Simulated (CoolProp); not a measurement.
Aqueous ethanol as a coolant, 42 % by mass, freezing at -31.3 °C, 1 atm.

The numbers come from the Melinder's fits for secondary coolants in CoolProp.

```csv
T (°C),density (kg/m³),conductivity (W/(m K)),viscosity (mPa s),cp (kJ/(kg K))
-15.4,956.3,0.338,17.4,3.685
-11.1,953.4,0.339,13.2,3.732
-6.7,950.4,0.341,10.1,3.776
-2.4,947.4,0.343,7.99,3.817
1.9,944.4,0.345,6.39,3.856
6.3,941.2,0.346,5.16,3.892
10.6,938.1,0.348,4.24,3.925
15,934.9,0.350,3.52,3.957
19.3,931.7,0.352,2.97,3.985
23.7,928.4,0.353,2.52,4.011
28,925.1,0.355,2.16,4.034
32.3,921.8,0.357,1.87,4.055
```
